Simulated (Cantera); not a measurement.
## Reactions in the system H-O-V

Standard-state values (1 bar) from the NASA 1993 polynomials, evaluated with Cantera. Values are per mole of reaction as written; species without (g) are pure solids or liquids, kept so even where they would boil at 1 bar.

H₂O₂(g) + 2 VO₂(g) = V₂O₅ + H₂O(g)

```csv
T (K),ΔH° (kJ),ΔS° (J/K),ΔG° (kJ),log10 K,condensed phases
300,-1190.8,-445.5,-1057.2,184.06,V₂O₅(s)
2300,-1022.2,-276.2,-387.0,8.79,V₂O₅(l)
2375,-1018.2,-274.5,-366.4,8.06,V₂O₅(l)
2450,-1014.2,-272.8,-345.8,7.37,V₂O₅(l)
2525,-1010.3,-271.2,-325.4,6.73,V₂O₅(l)
2600,-1006.3,-269.7,-305.2,6.13,V₂O₅(l)
2675,-1002.3,-268.2,-285.0,5.56,V₂O₅(l)
2750,-998.3,-266.7,-264.9,5.03,V₂O₅(l)
2825,-994.4,-265.3,-245.0,4.53,V₂O₅(l)
```
